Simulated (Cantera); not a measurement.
**Premixed flame**

A freely propagating, adiabatic, planar premixed flame of 24.5 % H2, 15.1 % O2, 60.4 % N2, equivalence ratio 0.81, unburnt at 575 K and 1000000 Pa; mixture-averaged transport, grid criteria slope 0.08 and curve 0.16, no radiation.

Detailed kinetics in Cantera: the H2/O2 subset of GRI-Mech 3.0, which has no nitrogen chemistry. The hydrogen kinetics of GRI-Mech 3.0 are dated; newer H2 mechanisms differ, most at raised pressure. Burning velocities carry a grid error of a few per cent, more on coarse grids.

```csv
z (mm),T (K),u (m/s),x H2,x O2,x H2O2,x OH,x H,x H2O
-0.0828,575,3.01,0.244,0.151,<1e-8,<1e-8,<1e-8,1.34e-6
-0.0552,576,3.01,0.242,0.151,5.90e-8,<1e-8,<1e-8,1.86e-5
-0.0414,577,3.00,0.239,0.152,3.33e-7,<1e-8,<1e-8,8.87e-5
-0.0276,588,3.02,0.226,0.154,4.59e-6,<1e-8,<1e-8,0.000884
-0.0138,736,3.60,0.179,0.156,0.000111,4.29e-5,3.07e-5,0.0174
-0.00690,1075,5.11,0.130,0.140,0.000190,0.000782,0.00114,0.0646
0,1488,6.97,0.0766,0.104,3.08e-5,0.00302,0.00533,0.137
0.00690,1771,8.26,0.0398,0.0713,5.78e-6,0.00697,0.00828,0.193
0.0138,1934,9.00,0.0226,0.0536,3.93e-6,0.0102,0.00776,0.222
0.0276,2095,9.71,0.0121,0.0428,2.59e-6,0.0118,0.00457,0.242
0.0552,2212,10.2,0.00651,0.0389,1.68e-6,0.00997,0.00172,0.255
0.110,2278,10.5,0.00296,0.0375,1.09e-6,0.00715,0.000500,0.262
0.221,2304,10.6,0.00142,0.0372,8.16e-7,0.00526,0.000171,0.266
```
x: mole fraction of selected species; z is measured from the peak of heat release.

| Quantity | Result |
|---|---|
| laminar burning velocity | 301 cm/s |
| thermal thickness | 0.0276 mm |
| peak x(H2O2) | 0.000197 |
| peak x(OH) | 0.0118 |
| peak x(H) | 0.00841 |
| grid points | 112 |
